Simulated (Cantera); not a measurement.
A closed system holds: 1 mol Pb, 0.18 mol H₂, equilibrated at 452 °C and 1 atm.

Method: chemical equilibrium by Gibbs-energy minimisation in Cantera with the NASA 1993 tables (ideal gas, pure condensed phases). Candidate condensed phases: Pb; 4 gas species. Kinetics and transport are ignored.

Base state: H₂ 1.00 (mole fractions); condensed: Pb(l).

What changes in the equilibrium state with this change: Pb replaced by PbO?


```tsv
species	before	after
H₂O	0	1.000
H₂	1.00	4.22e-5
Pb(l), mol	1.00	0.180
PbO(red), mol	0	0.820
```
Further candidate phases: H₂O, PbO, PbO₂, Pb₃O₄.
